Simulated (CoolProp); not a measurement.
CH2F2 (R32) along the isobar 6.65 MPa: Z from the reference equation and from simpler models built on Tc = 351.3 K, pc = 5.783 MPa, ω = 0.277; each cubic takes its own stable root.

Model: reference Helmholtz-energy equation of state, Tillner-Roth 1997, in CoolProp.

```tsv
T (K)	phase	reference	van der Waals	Redlich-Kwong	Soave-Redlich-Kwong	Peng-Robinson
295.6	liquid	0.1409	0.2617	0.1906	0.1825	0.1614
309.6	liquid	0.1424	0.2624	0.1946	0.1865	0.1651
323.5	liquid	0.1462	0.2666	0.2026	0.1948	0.1729
337.5	liquid	0.1547	0.2771	0.2182	0.2115	0.1888
351.4	supercritical	0.1794	0.3024	0.2558	0.2560	0.2319
365.3	supercritical	0.4520	0.4328	0.4641	0.5033	0.4747
379.3	supercritical	0.5830	0.5813	0.5915	0.6272	0.5970
393.2	supercritical	0.6585	0.6510	0.6614	0.6987	0.6688
407.1	supercritical	0.7125	0.6990	0.7110	0.7501	0.7208
421.1	supercritical	0.7543	0.7360	0.7495	0.7901	0.7615
435	supercritical	0.7876	0.7655	0.7803	0.8220	0.7942
```
